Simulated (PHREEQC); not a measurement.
Na2SO4 is added in steps, without added water, to 1 kg of water holding 0.0076 mol CuSO4, 0.0076 mol CaCl2 and 0.0089 mol HCl, at 37 °C. Oxygen alone is held at its pressure in air (log pO2 = -0.68). CO2 from the air is kept out. The run lets Gypsum, Halite precipitate or redissolve, and no other solid.

Base run: PHREEQC, ion-association model, phreeqc.dat. Each further column changes one thing. The table gives pH.

```csv
Na2SO4 added (mol),base,CaCl2 from 0.0076 to 0.0152 mol/kgw,diluted 5-fold with water,diluted 2-fold with water,no solid may form
0,2.21,2.21,2.83,2.47,2.21
0.003,2.25,2.24,2.90,2.52,2.25
0.00525,2.27,2.27,2.95,2.56,2.27
0.00825,2.31,2.29,3.00,2.60,2.31
0.0105,2.33,2.32,3.03,2.63,2.33
0.0135,2.36,2.34,3.07,2.66,2.36
0.01575,2.38,2.36,3.09,2.68,2.38
0.01875,2.40,2.38,3.12,2.71,2.40
0.021,2.42,2.40,3.14,2.73,2.42
0.024,2.44,2.42,3.16,2.75,2.44
```

Constants without temperature data keep their 25 °C values here.
